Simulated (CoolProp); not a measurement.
Properties of dodecamethylpentasiloxane (MD3M) along the isobar 1380 kPa.

Model: reference Helmholtz-energy equation of state, Thol 2019, in CoolProp.

```json
[
 {"T (°C)": "-62.35", "phase": "liquid", "Z": "0.3168", "speed of sound (m/s)": "1277", "expansivity (1/kK)": "1.052"},
 {"T (°C)": "-36.35", "phase": "liquid", "Z": "0.2898", "speed of sound (m/s)": "1170", "expansivity (1/kK)": "1.053"},
 {"T (°C)": "-10.35", "phase": "liquid", "Z": "0.2684", "speed of sound (m/s)": "1074", "expansivity (1/kK)": "1.064"},
 {"T (°C)": "15.65", "phase": "liquid", "Z": "0.2512", "speed of sound (m/s)": "985.0", "expansivity (1/kK)": "1.084"},
 {"T (°C)": "41.65", "phase": "liquid", "Z": "0.2371", "speed of sound (m/s)": "902.2", "expansivity (1/kK)": "1.113"},
 {"T (°C)": "67.65", "phase": "liquid", "Z": "0.2255", "speed of sound (m/s)": "824.3", "expansivity (1/kK)": "1.152"},
 {"T (°C)": "93.75", "phase": "liquid", "Z": "0.2160", "speed of sound (m/s)": "750.2", "expansivity (1/kK)": "1.202"},
 {"T (°C)": "119.75", "phase": "liquid", "Z": "0.2083", "speed of sound (m/s)": "680.0", "expansivity (1/kK)": "1.264"},
 {"T (°C)": "145.75", "phase": "liquid", "Z": "0.2021", "speed of sound (m/s)": "613.0", "expansivity (1/kK)": "1.343"},
 {"T (°C)": "171.75", "phase": "liquid", "Z": "0.1973", "speed of sound (m/s)": "548.6", "expansivity (1/kK)": "1.442"}
]
```
